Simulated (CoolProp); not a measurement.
Vapour-liquid equilibrium of acetone (1) + water (2) at 121.65 °C; x and y are mole fractions of (1).

Model: multi-fluid Helmholtz-energy mixture model, Lemmon 2006 and Wagner 2002; pair parameters Bell 2016, in CoolProp.

Problem. Give the bubble pressure and the first vapour's composition at x = 0.05, 0.15, 0.45. Is there an azeotrope?

Solution. x = 0.05: 0.3071 MPa, y = 0.342; x = 0.15: 0.4305 MPa, y = 0.559; x = 0.45: 0.5454 MPa, y = 0.699. No azeotrope shows between x = 0.05 and 0.95.

The pair parameters rest on a limited set of measurements; away from them the model extrapolates. With so large a gap from Raoult's law the liquid may split in two, which this calculation doesn't test in full.
